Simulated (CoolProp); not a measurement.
The numbers come from the reference Helmholtz-energy equation of state, Akasaka 2023 in CoolProp.

Q: For R1224YDZ, give the phase and the density (kg/m³), cp (kJ/(kg K)), cv (kJ/(kg K)), fugacity coefficient at 244.4 K and 12.8 MPa; 274.7 K and 12.8 MPa.

A: 
- 244.4 K and 12.8 MPa: liquid; density 1520, cp 1.05, cv 0.748, fugacity coefficient 0.00186
- 274.7 K and 12.8 MPa: liquid; density 1450, cp 1.08, cv 0.785, fugacity coefficient 0.00790
